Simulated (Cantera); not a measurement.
Input: 1 mol CO2, 0.033 mol H2O, 2.2 mol O2, at 1698 K and 1730 Torr.

Equilibrium computed with Cantera from the NASA thermochemical tables; the gas is ideal and each condensed phase is pure. Candidate condensed phases: C, C6H6, C7H8, C8H18, H2O; 110 gas species. Rates play no part.

Question: What is the equilibrium state?

Answer: 
* **x(O2)**: 0.680
* **x(CO2)**: 0.309
* **x(H2O)**: 0.0101
* **x(OH)**: 0.000124
* **x(O)**: 2.38e-5
* **x(CO)**: 1.66e-5
* **gas amount**: 3.233 mol
* **log10 activity of C(graphite) (absent)**: -12.53
